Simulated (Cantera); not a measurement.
Mixture: H2 : O2 : N2 = 1 : 0.385 : 1.45 (molar parts), equivalence ratio 1.3, at 4.10 bar, adiabatic and at constant volume. Ignition delay is the time to a rise of 400 K.

Cantera simulation using GRI-Mech 3.0 (53 species, 325 reactions); the numbers are that mechanism's predictions, not measurements. The hydrogen kinetics of GRI-Mech 3.0 are dated; newer H2 mechanisms differ, most at raised pressure. Where the delays flatten at high temperature, the 400 K rule measures the pace of heat release, not the induction time.

Predict: delay at 1450 K; delay at 1525 K; delay at 1600 K; delay at 1675 K; delay at 1750 K.


- delay at 1450 K: 3.88 µs
- delay at 1525 K: 3.03 µs
- delay at 1600 K: 2.47 µs
- delay at 1675 K: 2.08 µs
- delay at 1750 K: 1.80 µs
